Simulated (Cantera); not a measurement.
A closed system holds: 1 mol Si, 2.9 mol HBr, 19 mol H2, at 0.000110 bar.

These are equilibrium values from Cantera (NASA tables, ideal gas, pure condensed phases), not measurements of a reactor. Candidate condensed phases: Br2, Si; 19 gas species. The tables' values for SiBr are old estimates; treat these amounts as uncertain. Equilibrium is a limit: real reactors are often held back by kinetics, nucleation or transport.

Question: At 1675 K, list the 5 most abundant gas species with their mole fractions, and the condensed phases.

Answer: H2 0.870, HBr 0.0614, Br 0.0405, SiBr2 0.0123, H 0.0103. Condensed: Si(s).
